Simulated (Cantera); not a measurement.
Feed: 1 mol Nb, 7.3 mol N2O, equilibrated at 1400 Pa.

Equilibrium computed with Cantera from the NASA thermochemical tables; the gas is ideal and each condensed phase is pure. Candidate condensed phases: Nb, NbO, NbO2, Nb2O5; 12 gas species. Condensed phases not in the tables: the oxides between NbO2 and Nb2O5. The numbers say what is thermodynamically allowed, not how fast it happens. All values below are at 1950 K.

Base state: N2 0.748, O2 0.243, NO 0.00697, O 0.00188 (mole fractions); condensed: Nb2O5(l).

Question: What changes in the equilibrium state with this change: pressure from 1400 Pa to 101000 Pa?

Answer: 
```
species         before     after
-------------  -------  --------
N2               0.748     0.749
O2               0.243     0.244
NO             0.00697   0.00699
O              0.00188  0.000221
NO2            1.68e-6   1.43e-5
Nb2O5(l), mol    0.500     0.500
```
